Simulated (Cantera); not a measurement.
An adiabatic, constant-pressure homogeneous reactor starts with CH4 : C2H6 : C3H8 : O2 : N2 = 1 : 0.16 : 0.13 : 2.92 : 11 (molar parts), equivalence ratio 1.1, at 1023 K and 9750 Torr. Integrator tolerance rtol = 1e-08.

Computed with Cantera and GRI-Mech 3.0 (53 species, 325 reactions). The pressure lies above the range GRI-Mech 3.0 was tuned for (to about 10 atm).

Q: What does this change do: pressure from 9750 Torr to 2330 Torr?

A: 
```
quantity                                                            before                                    after
---------------------------------  ---------------------------------------  ---------------------------------------
time of steepest temperature rise                                  8.45 ms                                  24.5 ms
temperature at 0.200 s                                              2697 K                                   2635 K
equilibrium temperature                                             2697 K                                   2635 K
x(CH4) at 0.200 s                    <1e-12 (gas-phase equilibrium <1e-12)    <1e-12 (gas-phase equilibrium <1e-12)
x(C2H6) at 0.200 s                   <1e-12 (gas-phase equilibrium <1e-12)    <1e-12 (gas-phase equilibrium <1e-12)
x(C3H8) at 0.200 s                   <1e-12 (gas-phase equilibrium <1e-12)    <1e-12 (gas-phase equilibrium <1e-12)
x(C2H4) at 0.200 s                   <1e-12 (gas-phase equilibrium <1e-12)    <1e-12 (gas-phase equilibrium <1e-12)
x(CH3) at 0.200 s                    <1e-12 (gas-phase equilibrium <1e-12)    <1e-12 (gas-phase equilibrium <1e-12)
x(NO) at 0.200 s                   0.00353 (gas-phase equilibrium 0.00353)  0.00418 (gas-phase equilibrium 0.00418)
x(H) at 0.200 s                    0.00178 (gas-phase equilibrium 0.00178)  0.00308 (gas-phase equilibrium 0.00308)
```
